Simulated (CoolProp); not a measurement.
Vapour-liquid equilibrium of R143a (1) + isobutane (2) at 271.6 K; x and y are mole fractions of (1).

Values from CoolProp's multi-fluid Helmholtz-energy mixture model, Lemmon and Jacobsen 2000 and Bücker 2006; pair parameters Bell 2016.

| x | bubble pressure, mixture model (MPa) | bubble pressure, Raoult's law (MPa) | y, mixture model | y, Raoult's law |
|---|---|---|---|---|
| 0.05 | 0.2272 | 0.1706 | 0.358 | 0.173 |
| 0.125 | 0.3146 | 0.2037 | 0.552 | 0.362 |
| 0.2 | 0.3757 | 0.2369 | 0.639 | 0.498 |
| 0.275 | 0.4192 | 0.2700 | 0.689 | 0.601 |
| 0.35 | 0.4513 | 0.3031 | 0.722 | 0.682 |
| 0.425 | 0.4763 | 0.3363 | 0.748 | 0.746 |
| 0.5 | 0.4969 | 0.3694 | 0.770 | 0.799 |
| 0.575 | 0.5151 | 0.4025 | 0.792 | 0.843 |
| 0.65 | 0.5319 | 0.4357 | 0.814 | 0.881 |
| 0.725 | 0.5478 | 0.4688 | 0.840 | 0.913 |
| 0.8 | 0.5627 | 0.5020 | 0.871 | 0.941 |
| 0.875 | 0.5759 | 0.5351 | 0.909 | 0.965 |
| 0.95 | 0.5862 | 0.5682 | 0.958 | 0.987 |

The largest gap from Raoult's law is +58.6 % in bubble pressure, at x = 0.2. No azeotrope shows between x = 0.05 and 0.95.

Pair parameters are fitted to limited data, so mixtures are less certain than the pure fluids. With so large a gap from Raoult's law the liquid may split in two, which this calculation doesn't test in full.
